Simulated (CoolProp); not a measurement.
Properties of n-hexane along the isobar 16.6 bar (Tc = 507.8 K, pc = 30.44 bar, ω = 0.300).

Model: reference Helmholtz-energy equation of state, Thol 2019, in CoolProp.

```
T (K)   phase  density (kg/m³)  fugacity coefficient
-----  ------  ---------------  --------------------
259.6  liquid            690.3                     …
264    liquid                …              0.002392
268.4  liquid                …              0.003067
272.7  liquid            679.0              0.003873
277.1  liquid            675.2              0.004874
281.5  liquid            671.3              0.006079
285.9  liquid                …              0.007519
290.3  liquid            663.6              0.009227
294.6  liquid            659.7               0.01119
299    liquid            655.8               0.01353
303.4  liquid            651.8                     …
307.8  liquid            647.9               0.01939
312.1  liquid            643.9               0.02291
316.5  liquid            639.9               0.02700
320.9  liquid                …               0.03165
325.3  liquid                …                     …
```

Task: Some entries are withheld; supply them.

Result: 
- 259.6, fugacity coefficient: 0.001847
- 264, density (kg/m³): 686.5
- 268.4, density (kg/m³): 682.7
- 285.9, density (kg/m³): 667.4
- 303.4, fugacity coefficient: 0.01625
- 320.9, density (kg/m³): 635.8
- 325.3, density (kg/m³): 631.7
- 325.3, fugacity coefficient: 0.03690
